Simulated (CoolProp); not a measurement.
Computed with CoolProp (reference Helmholtz-energy equation of state, Lemmon 2006). It is a short technical equation, of lower accuracy than the large ones.

### Question
For CH3F (R41), give the phase and the Z, cp (kJ/(kg K)), speed of sound (m/s), isothermal compressibility (1/MPa) at 425 K and 6810 kPa; 425 K and 11400 kPa; 425 K and 14800 kPa.

### Answer
- 425 K and 6810 kPa: supercritical; Z 0.835, cp 1.75, speed of sound 327, isothermal compressibility 0.174
- 425 K and 11400 kPa: supercritical; Z 0.738, cp 2.13, speed of sound 319, isothermal compressibility 0.113
- 425 K and 14800 kPa: supercritical; Z 0.684, cp 2.41, speed of sound 323, isothermal compressibility 0.0866
